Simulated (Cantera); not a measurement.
A perfectly stirred reactor is fed with CH4 : H2O = 1 : 0.96 (molar parts), at 9.38 atm; it is held at 1275 K, and followed from long to short residence time.

Computed with Cantera and GRI-Mech 3.0 (53 species, 325 reactions).

What does this change do: pressure from 9.38 atm to 0.987 atm?


```tsv
quantity	before	after
x(CH4) at τ = 8.90 s	0.433	0.468
x(H2O) at τ = 8.90 s	0.470	0.477
x(CH2O) at τ = 8.90 s	3.49e-7	3.01e-7
x(H2) at τ = 8.90 s	0.0676	0.0398
x(C2H) at τ = 8.90 s	1.49e-12	3.84e-12
x(CH4) at τ = 0.220 s	0.507	0.509
x(H2O) at τ = 0.220 s	0.489	0.490
x(CH2O) at τ = 0.220 s	2.07e-7	1.15e-7
x(H2) at τ = 0.220 s	0.00202	0.000594
x(C2H) at τ = 0.220 s	<1e-12	<1e-12
```

What does this change do: H2O 0.96 to 4.7 parts?


```json
[
 {"quantity": "x(CH4) at τ = 8.90 s", "before": "0.433", "after": "0.150"},
 {"quantity": "x(H2O) at τ = 8.90 s", "before": "0.470", "after": "0.807"},
 {"quantity": "x(CH2O) at τ = 8.90 s", "before": "3.49e-7", "after": "8.75e-7"},
 {"quantity": "x(H2) at τ = 8.90 s", "before": "0.0676", "after": "0.0305"},
 {"quantity": "x(C2H) at τ = 8.90 s", "before": "1.49e-12", "after": "1.16e-12"},
 {"quantity": "x(CH4) at τ = 0.220 s", "before": "0.507", "after": "0.175"},
 {"quantity": "x(H2O) at τ = 0.220 s", "before": "0.489", "after": "0.824"},
 {"quantity": "x(CH2O) at τ = 0.220 s", "before": "2.07e-7", "after": "4.82e-7"},
 {"quantity": "x(H2) at τ = 0.220 s", "before": "0.00202", "after": "0.000773"},
 {"quantity": "x(C2H) at τ = 0.220 s", "before": "<1e-12", "after": "<1e-12"}
]
```
